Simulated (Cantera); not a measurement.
Cantera run:

```python
import numpy as np
import cantera as ct

gas_names = """
    C CH CH2 CH3 CH2OH CH3O CH4 CH3OH CO COS CO2 COOH CS CS2 C2 C2H CHCO,ketyl C2H2,acetylene
    C2H2,vinylidene CH2CO,ketene C2H3,vinyl CH3CO,acetyl C2H4 C2H4O,ethylen CH3CHO,ethanal CH3COOH
    (HCOOH)2 C2H5 C2H6 CH3OCH3 C2H5OH C2O C3 C3H3,propargyl C3H4,allene C3H4,propyne C3H4,cyclo-
    C3H5,allyl C3H6,propylene C3H6,cyclo- C3H6O C3H7,n-propyl C3H7,i-propyl C3H8 C3H8O,1propanol
    C3H8O,2propanol C3O2 C4 C4H2 C4H4,1,3-cyclo- C4H6,butadiene C4H6,2-butyne C4H6,cyclo- C4H8,1-butene
    C4H8,cis2-buten C4H8,tr2-butene C4H8,isobutene C4H8,cyclo- (CH3COOH)2 C4H9,n-butyl C4H9,i-butyl
    C4H9,s-butyl C4H9,t-butyl C4H10,isobutane C4H10,n-butane C5 C5H6,1,3cyclo- C5H8,cyclo-
    C5H10,1-pentene C5H10,cyclo- C5H11,pentyl C5H11,t-pentyl C5H12,n-pentane C5H12,i-pentane
    CH3C(CH3)2CH3 C6H2 C6H5,phenyl C6H5O,phenoxy C6H6 C6H5OH,phenol C6H10,cyclo- C6H12,1-hexene
    C6H12,cyclo- C6H13,n-hexyl C7H7,benzyl C7H8 C7H8O,cresol C7H14,1-heptene C7H15,n-heptyl
    C7H16,n-heptane C8H8,styrene C8H10,ethylbenz C8H16,1-octene C8H17,n-octyl C8H18,isooctane
    C8H18,n-octane C9H19,n-nonyl C10H8,naphthale C10H21,n-decyl C12H9,o-bipheny C12H10,bipheny H HCO HO2
    H2 HCHO,formaldehy HCOOH H2O H2O2 H2S H2SO4 Mg MgH MgO MgOH MgO2H2 MgS Mg2 O OH O2 O3 S SH SO SO2
    SO3 S2 S2O S8
""".split()
cond_names = """
    C(gr) C6H6(L) C7H8(L) C8H18(L),n-octa H2O(s) H2O(L) H2SO4(L) Mg(cr) Mg(L) MgCO3(s) MgO(s) MgO(L)
    MgO2H2(s) MgS(s) MgSO4(s) MgSO4(L) S(cr1) S(cr2) S(L)
""".split()


def load(file, names, dense=False):
    # The tables refer to 1 bar. Condensed volumes are neglected.
    table = {s.name: s for s in ct.Species.list_from_file(file)}
    out = []
    for n in names:
        d = dict(table[n].input_data)
        d["thermo"] = dict(d["thermo"], **{"reference-pressure": 1e5})
        if dense:
            d["equation-of-state"] = {"model": "constant-volume", "density": "1e6 g/cm^3"}
        out.append(ct.Species.from_dict(d))
    return out


gas = ct.Solution(thermo="ideal-gas", species=load("nasa_gas.yaml", gas_names))
cond = {s.name: ct.Solution(thermo="fixed-stoichiometry", species=[s], name=s.name)
        for s in load("nasa_condensed.yaml", cond_names, dense=True)}
atoms = {
    'MgCO3': {'Mg': 1, 'C': 1, 'O': 3},
    'O2': {'O': 2},
    'H2O': {'H': 2, 'O': 1},
    'SO3': {'S': 1, 'O': 3},
}
top_T = {'C(gr)': 4500, 'MgS(s)': 2250}  # K; cautious upper limits of use, not melting points


def equilibrate(T, P, feed):
    n = {}
    for name, mol in feed.items():
        for a, k in atoms[name].items():
            n[a] = n.get(a, 0.0) + k * mol
    gas.TPX = T, P, n
    mass = sum(n.values()) * gas.mean_molecular_weight
    gas.equilibrate("TP")
    valid = [c for c in cond.values() if c.min_temp <= T <= top_T.get(c.name, c.max_temp)]
    mix = ct.Mixture([(gas, mass / gas.mean_molecular_weight)] + [(c, 0.0) for c in valid])
    mix.T, mix.P = T, P
    mix.equilibrate("TP", solver="vcs", rtol=1e-11, max_steps=5000)
    return mix


results = []
feed = {'MgCO3': 1, 'O2': 0.36, 'H2O': 0.041, 'SO3': 0.24}  # mol
T = 1375  # K
P = 610000  # Pa
mix = equilibrate(T, P, feed)
results.append((T, P, feed, dict(zip(mix.species_names, mix.species_moles))))
print(gas.report(threshold=0.0001))
for i in range(1, mix.n_phases):
    print(f"{mix.phase(i).name:16s} {mix.phase_moles(i):12.5e} mol")
```

It prints:

```
       temperature   1375 K
          pressure   6.1e+05 Pa
           density   2.2279 kg/m^3
  mean mol. weight   41.754 kg/kmol
   phase of matter   gas

                          1 kg             1 kmol
                     ---------------   ---------------
          enthalpy       -5.5106e+06       -2.3009e+08  J
   internal energy       -5.7844e+06       -2.4152e+08  J
           entropy              6546        2.7332e+05  J/K
    Gibbs function       -1.4511e+07       -6.0591e+08  J
 heat capacity c_p            1235.8             51602  J/K
 heat capacity c_v            1036.7             43287  J/K

                      mass frac. Y      mole frac. X     chem. pot. / RT
                     ---------------   ---------------   ---------------
               CO2           0.67139           0.63699           -62.834
               H2O          0.011266          0.026112           -48.943
                O2           0.20157           0.26303           -27.032
               SO2           0.10346          0.067439           -60.919
               SO3          0.012305         0.0064176           -74.435
     [ +125 minor]        4.2621e-06         8.996e-06

C(gr)             0.00000e+00 mol
Mg(L)             0.00000e+00 mol
MgO(s)            8.75946e-01 mol
MgS(s)            0.00000e+00 mol
MgSO4(s)          1.24054e-01 mol
S(L)              0.00000e+00 mol
```

Cantera equilibrium calculation (NASA polynomials, part measured and part estimated; ideal gas, pure solids and liquids). Mutual solubility and eutectic melting of coexisting phases are not modelled.
